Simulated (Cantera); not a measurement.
Mixture: CO : H2 : O2 : N2 = 1 : 1.3 : 2.8 : 10.5 (molar parts), at 1.01 bar, adiabatic and at constant pressure. Ignition delay is the time to a rise of 400 K.

Computed with Cantera and GRI-Mech 3.0 (53 species, 325 reactions). Where the delays flatten at high temperature, the 400 K rule measures the pace of heat release, not the induction time.

### Question
Predict: delay at 1223 K; delay at 1323 K; delay at 1423 K; delay at 1523 K.

### Answer
```
Property           Value
---------------  -------
delay at 1223 K  68.5 µs
delay at 1323 K  53.7 µs
delay at 1423 K  48.0 µs
delay at 1523 K  47.1 µs
```
